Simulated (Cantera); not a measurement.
Charge: 1 mol HMDSO, 0.061 mol O₃, 0.28 mol O₂, at 1273.15 K.

Equilibrium computed with Cantera from the NASA thermochemical tables; the gas is ideal and each condensed phase is pure. Candidate condensed phases: C, C₆H₆, C₇H₈, C₈H₁₈, H₂O, Si, SiC, SiO₂; 123 gas species. The feed counts by its element totals alone. Mutual solubility and eutectic melting of coexisting phases are not modelled. The tables hold silica as quartz up to 1696 K and as liquid above; real silica turns to tridymite and cristobalite and melts near 1996 K. The numbers say what is thermodynamically allowed, not how fast it happens.

x: gas mole fraction; n: condensed amount in mol.

```csv
P (Pa),x H₂,x CO,x CH₄,x SiO,x H,x H₂O,x C₂H₄,n C(graphite),n SiC(s),n SiO₂(β-quartz)
5,0.838,0.162,3.29e-7,0.000103,9.25e-5,8.07e-8,5.41e-11,2.26,2.00,0
26,0.838,0.162,1.71e-6,0.000103,4.06e-5,4.19e-7,2.82e-10,2.26,2.00,0
140,0.838,0.162,___,0.000103,___,___,___,2.26,2.00,0
710,0.956,0.0436,6.09e-5,2.78e-5,8.30e-6,3.52e-6,1.00e-8,4.26,1.33,0.666
3700,0.991,___,___,___,___,3.65e-6,___,4.75,1.17,0.834
19000,0.997,0.00163,0.00177,1.04e-6,1.64e-6,3.66e-6,2.91e-7,4.83,1.14,0.864
100000,0.990,0.000310,0.00921,1.97e-7,7.11e-7,3.64e-6,1.51e-6,4.79,1.13,0.870
```

Task: Complete the blanks.

Result: 
- 140, x CH₄: 9.22e-6
- 140, x H: 1.75e-5
- 140, x H₂O: 2.26e-6
- 140, x C₂H₄: 1.52e-9
- 3700, x CO: 0.00837
- 3700, x CH₄: 0.000341
- 3700, x SiO: 5.33e-6
- 3700, x H: 3.70e-6
- 3700, x C₂H₄: 5.61e-8
